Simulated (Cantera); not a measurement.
Feed: 1 mol PbO, 0.54 mol CO, 16 mol N₂, at 1498 K and 10.5 Torr.

Equilibrium computed with Cantera from the NASA thermochemical tables; the gas is ideal and each condensed phase is pure. Candidate condensed phases: C, Pb, PbO, PbO₂, Pb₃O₄; 27 gas species. Gases not in the tables: (PbO)n polymers. Kinetics and transport are ignored.

Base state: N₂ 0.911, Pb 0.0327, CO₂ 0.0307, PbO 0.0243, O₂ 0.000939, NO 8.71e-5, CO 4.02e-5 (mole fractions); condensed: gas only.

Task: What changes in the equilibrium state with this change: temperature from 1498 K to 2100 K?

Result: 
```json
[
 {"species": "N₂", "before": "0.911", "after": "0.899"},
 {"species": "Pb", "before": "0.0327", "after": "0.0496"},
 {"species": "CO₂", "before": "0.0307", "after": "0.0245"},
 {"species": "PbO", "before": "0.0243", "after": "0.00663"},
 {"species": "O₂", "before": "0.000939", "after": "0.0107"},
 {"species": "O", "before": "1.02e-6", "after": "0.00122"},
 {"species": "CO", "before": "4.02e-5", "after": "0.00586"},
 {"species": "NO", "before": "8.71e-5", "after": "0.00240"}
]
```
